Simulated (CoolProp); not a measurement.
500 sccm (0 °C, 1 atm) of nitrogen bubbles through liquid hexamethyldisiloxane (MM) at 321.3 K and leaves saturated at a total pressure of 0.15 MPa (ideal gas phase). Each further row changes one setting.

Computed with CoolProp (reference Helmholtz-energy equation of state, Thol 2016).

```tsv
case	vapour pressure (kPa)	mole fraction of vapour	delivery (mg/min)	delivery (sccm)	change of delivery for a bath 1 K warmer (%)
as stated	16.3	0.108	440	60.8	4.8
bath temperature 326.3 K	20.0	___	557	76.8	4.8
total pressure 0.3 MPa	16.3	0.0542	___	___	___
```

Q: What belongs in the gaps?

A: 
- bath temperature 326.3 K, mole fraction of vapour: 0.133
- total pressure 0.3 MPa, delivery (mg/min): 207
- total pressure 0.3 MPa, delivery (sccm): 28.6
- total pressure 0.3 MPa, change of delivery for a bath 1 K warmer (%): 4.5
